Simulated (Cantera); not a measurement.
Input: 1 mol SF₆, 2.3 mol H₂, at 2825 K and 0.000510 bar.

These are equilibrium values from Cantera (NASA tables, ideal gas, pure condensed phases), not measurements of a reactor. Candidate condensed phases: S; 24 gas species. Kinetics and transport are ignored.

Base state: HF 0.470, F 0.291, S 0.126, H 0.112, H₂ 0.000798, S₂ 0.000375, SH 0.000142, SF 6.69e-5 (mole fractions); condensed: gas only.

**Question.** What changes in the equilibrium state with this change: temperature from 2825 K to 3500 K?

**Answer.** 
```csv
species,before,after
F,0.291,0.507
H,0.112,0.383
S,0.126,0.0880
HF,0.470,0.0211
S₂,0.000375,5.01e-6
SF,6.69e-5,4.31e-6
SH,0.000142,1.54e-5
H₂,0.000798,0.000215
```

**Question.** What changes in the equilibrium state with this change: temperature from 2825 K to 1775 K?

**Answer.** 
```csv
species,before,after
HF,0.470,0.746
F,0.291,0.148
S₂,0.000375,0.0540
S,0.126,0.00623
SF₂,1.58e-8,0.0313
H,0.112,1.22e-7
SF,6.69e-5,0.0125
S₂F₂ (SSF₂),<1e-9,0.00196
H₂,0.000798,<1e-9
SF₃,<1e-9,9.86e-5
FS₂F (FSSF),<1e-9,3.28e-5
SH,0.000142,9.00e-8
```
The tables' values for S₂F₂ (SSF₂), SF₃, FS₂F (FSSF) are old estimates; treat these amounts as uncertain.

**Question.** What changes in the equilibrium state with this change: H₂ from 2.3 to 0.98 mol?

**Answer.** 
| species | before | after |
|---|---|---|
| F | 0.291 | 0.590 |
| HF | 0.470 | 0.243 |
| S | 0.126 | 0.138 |
| H | 0.112 | 0.0285 |
| H₂ | 0.000798 | 5.21e-5 |
| SH | 0.000142 | 3.97e-5 |
| SF | 6.69e-5 | 0.000148 |
| S₂ | 0.000375 | 0.000449 |
